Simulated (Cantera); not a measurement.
An adiabatic, constant-pressure homogeneous reactor starts with CH4 : C2H6 : C3H8 : O2 : N2 = 1 : 0.28 : 0.46 : 2.3 : 7.35 (molar parts), equivalence ratio 2.3, at 1675 K and 37000 Pa.

Model: GRI-Mech 3.0 (53 species, 325 reactions), integrated in Cantera. GRI-Mech 3.0 was tuned for natural gas; its chemistry of propane as a main component is partial and can be far from experiment.

Task: Predict: time of steepest temperature rise; temperature at 0.300 s; equilibrium temperature; x(O2) at 0.300 s; x(OH) at 0.300 s; x(N2O) at 0.300 s.

Result: 
| Property | Result |
|---|---|
| time of steepest temperature rise | 82.5 µs |
| temperature at 0.300 s | 2547 K |
| equilibrium temperature | 2547 K |
| x(O2) at 0.300 s | 3.22e-5 (gas-phase equilibrium 3.22e-5) |
| x(OH) at 0.300 s | 0.00231 (gas-phase equilibrium 0.00231) |
| x(N2O) at 0.300 s | 6.43e-9 (gas-phase equilibrium 6.43e-9) |
